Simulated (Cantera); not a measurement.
Charge: 1 mol Si, 6.9 mol H2, held at 1650 K and 8.10 bar.

Equilibrium computed with Cantera from the NASA thermochemical tables; the gas is ideal and each condensed phase is pure. Candidate condensed phases: Si; 9 gas species. Rates play no part.

**Question.** What is the equilibrium state?

**Answer.** 
- x(H2) = 1.000
- x(H) = 3.19e-5
- x(SiH4) = 9.85e-6
- x(SiH2) = 8.66e-6
- n(Si(s)) = 1.000 mol
- gas amount = 6.900 mol
